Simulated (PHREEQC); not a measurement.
Hard or scaling water (model solution)

Make-up at 25 °C: 5e-05 mol/kgw Ca(HCO3)2 and 6.2e-05 mol/kgw NaHCO3. Closed to the air; pH follows from the charge balance.

Computed with PHREEQC (ion-association model, wateq4f.dat).

No solid was allowed to form.

Question: Estimate the pH, ionic strength.

Answer: pH 8.14; ionic strength 0.000213 mol/kgw.

Question: In which forms is C present?

Answer: HCO3- 98 %, CO2 1.6 %, CO3-2 0.7 % of the C.

Species that the database lacks are ignored.
